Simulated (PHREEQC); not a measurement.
A made-up water analysis in mg/L, 25 °C, pH 2.11, pe 9.4: Na 26; K 54.4; Ca 189; Mg 4.62; Cl 106; S(6) as SO4 1190; Sr 13.6; F 0.0271; Ni 22.5; Zn 11.7; Mn(2) 0.373.

Cl is adjusted to close the charge balance.
Valence states are taken as typed.

Computed with PHREEQC (ion-association model, wateq4f.dat).

Precipitation was switched off in this run.

Estimate the ionic strength.

ionic strength 0.0305 mol/kgw.

In which forms is S present?

SO4-2 59 %, HSO4- 27 %, CaSO4 11 %, NiSO4 0.9 %, CaHSO4+ 0.6 %, MgSO4 0.5 % of the S.

Complexes and solids missing from the database can't appear.
